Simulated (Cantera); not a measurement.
Charge: 1 mol TEOS, 1.5 mol N₂O, 1.3 mol N₂, equilibrated at 748 K and 0.270 bar.

Cantera equilibrium calculation (NASA polynomials, part measured and part estimated; ideal gas, pure solids and liquids). Candidate condensed phases: C, C₆H₆, C₇H₈, C₈H₁₈, H₂O, Si, SiC, SiO₂, Si₂N₂O, Si₃N₄; 151 gas species. The feed counts by its element totals alone. Equilibrium is a limit: real reactors are often held back by kinetics, nucleation or transport.

Question: What is the equilibrium state?

Answer: 
```json
{
 "x(H₂)": "0.388",
 "x(N₂)": "0.234",
 "x(H₂O)": "0.176",
 "x(CH₄)": "0.135",
 "x(CO₂)": "0.0492",
 "x(CO)": "0.0174",
 "x(NH₃)": "0.000165",
 "n(C(graphite))": "5.58 mol",
 "n(SiO₂(α-quartz))": "1.00 mol",
 "gas_amount": "11.98 mol",
 "log10 activity of Si(s) (absent)": "-24.61"
}
```
